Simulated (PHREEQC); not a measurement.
**Polishing slurry liquid: an equilibrium model**

Dissolve 0.018 mol/kgw HNO3, 0.00049 mol/kgw Fe(NO3)3 and 0.22 mol/kgw CuSO4 at 25 °C. Closed to the air; pH follows from the charge balance.

Computed with PHREEQC (ion-association model, phreeqc.dat).

Each row changes one thing in this solution. Precipitation was switched off in this run.

| case | pH | ionic strength (mol/kgw) | CuSO4 (mol/kgw) | Cu+2 (mol/kgw) | SO4-2 (mol/kgw) | HSO4- (mol/kgw) | SI of Goethite (FeOOH) | SI of Fe(OH)3(a) (Fe(OH)3) |
|---|---|---|---|---|---|---|---|---|
| as made | 2.36 | 0.430 | 0.111 | 0.109 | 0.0964 | 0.0123 | +2.05 | -3.84 |
| HNO3 from 0.018 to 0.009 mol/kgw | (withheld) | 0.423 | 0.113 | 0.107 | 0.0998 | 0.00623 | +2.97 | -2.93 |
| diluted 10-fold with water | 3.02 | 0.0569 | 0.00789 | 0.0141 | 0.0134 | 0.000681 | +3.69 | -2.20 |
| Fe(NO3)3 from 0.00049 to 0.0049 mol/kgw | 2.35 | 0.439 | 0.108 | 0.112 | 0.0936 | 0.0121 | +3.04 | -2.85 |
| HNO3 left out | 4.01 | 0.416 | 0.116 | 0.104 | (withheld) | (withheld) | +6.65 | +0.76 |

Q: Fill in the missing entries.

A: 
- HNO3 from 0.018 to 0.009 mol/kgw, pH: 2.67
- HNO3 left out, SO4-2 (mol/kgw): 0.103
- HNO3 left out, HSO4- (mol/kgw): 0.000297

Some of these states are supersaturated (in Hematite (slow to form), Goethite (slow to form), Fe(OH)3(a), for instance).
